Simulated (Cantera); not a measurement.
## Adiabatic ignition

An adiabatic, constant-volume homogeneous reactor starts with 4.22 % CH₄, 0.224 % C₂H₆, 20.0 % O₂, 75.5 % N₂, at 1675 K and 7.30 bar.

Cantera simulation using GRI-Mech 3.0 (53 species, 325 reactions); the numbers are that mechanism's predictions, not measurements.

```json
[
 {"t (s)": "3.00e-6", "T (K)": "1674", "P (bar)": "7.30", "x CH₄": "0.0421", "x C₂H₆": "0.00210", "x O₂": "0.200", "x H₂": "2.09e-5", "x C₂H₂": "1.44e-8"},
 {"t (s)": "8.23e-6", "T (K)": "1678", "P (bar)": "7.32", "x CH₄": "0.0408", "x C₂H₆": "0.00188", "x O₂": "0.199", "x H₂": "0.000304", "x C₂H₂": "9.61e-7"},
 {"t (s)": "2.26e-5", "T (K)": "2497", "P (bar)": "11.1", "x CH₄": "<1e-12", "x C₂H₆": "<1e-12", "x O₂": "0.109", "x H₂": "0.00308", "x C₂H₂": "<1e-12"},
 {"t (s)": "6.20e-5", "T (K)": "2735", "P (bar)": "12.0", "x CH₄": "<1e-12", "x C₂H₆": "<1e-12", "x O₂": "0.105", "x H₂": "0.00125", "x C₂H₂": "<1e-12"},
 {"t (s)": "0.000170", "T (K)": "2728", "P (bar)": "12.0", "x CH₄": "<1e-12", "x C₂H₆": "<1e-12", "x O₂": "0.103", "x H₂": "0.00123", "x C₂H₂": "<1e-12"},
 {"t (s)": "0.000468", "T (K)": "2715", "P (bar)": "11.9", "x CH₄": "<1e-12", "x C₂H₆": "<1e-12", "x O₂": "0.0997", "x H₂": "0.00119", "x C₂H₂": "<1e-12"},
 {"t (s)": "0.00128", "T (K)": "2701", "P (bar)": "11.9", "x CH₄": "<1e-12", "x C₂H₆": "<1e-12", "x O₂": "0.0964", "x H₂": "0.00115", "x C₂H₂": "<1e-12"},
 {"t (s)": "0.00352", "T (K)": "2697", "P (bar)": "11.9", "x CH₄": "<1e-12", "x C₂H₆": "<1e-12", "x O₂": "0.0954", "x H₂": "0.00114", "x C₂H₂": "<1e-12"},
 {"t (s)": "0.00967", "T (K)": "2697", "P (bar)": "11.9", "x CH₄": "<1e-12", "x C₂H₆": "<1e-12", "x O₂": "0.0953", "x H₂": "0.00114", "x C₂H₂": "<1e-12"},
 {"t (s)": "0.0265", "T (K)": "2697", "P (bar)": "11.9", "x CH₄": "<1e-12", "x C₂H₆": "<1e-12", "x O₂": "0.0953", "x H₂": "0.00114", "x C₂H₂": "<1e-12"},
 {"t (s)": "0.0729", "T (K)": "2697", "P (bar)": "11.9", "x CH₄": "<1e-12", "x C₂H₆": "<1e-12", "x O₂": "0.0953", "x H₂": "0.00114", "x C₂H₂": "<1e-12"},
 {"t (s)": "0.200", "T (K)": "2697", "P (bar)": "11.9", "x CH₄": "<1e-12", "x C₂H₆": "<1e-12", "x O₂": "0.0953", "x H₂": "0.00114", "x C₂H₂": "<1e-12"}
]
```
x: mole fraction; the columns are a selection and need not sum to one.

```json
{
 "time_of_steepest_temperature_rise": "20.8 µs",
 "temperature at 0.200 s": "2697 K",
 "equilibrium_temperature": "2697 K",
 "x(CH₄) at 0.200 s": "<1e-12 (gas-phase equilibrium <1e-12)",
 "x(C₂H₆) at 0.200 s": "<1e-12 (gas-phase equilibrium <1e-12)",
 "x(O₂) at 0.200 s": "0.0953 (gas-phase equilibrium 0.0953)"
}
```
